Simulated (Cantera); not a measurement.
# CH3Cl + F2 + H2 (fluorocarbon and chlorocarbon gases)

Charge: 1 mol CH3Cl, 1.1 mol F2, 2.1 mol H2, at 1023.15 K and 0.0320 bar.

Equilibrium computed with Cantera from the NASA thermochemical tables; the gas is ideal and each condensed phase is pure. Candidate condensed phases: C, C6H6, C7H8, C8H18; 118 gas species. Equilibrium is a limit: real reactors are often held back by kinetics, nucleation or transport.

```yaml
x(HF): 0.423
x(H2): 0.384
x(HCl): 0.192
x(CH4): 0.000354
n(C(graphite)): 0.998 mol
gas_amount: 5.198 mol
```
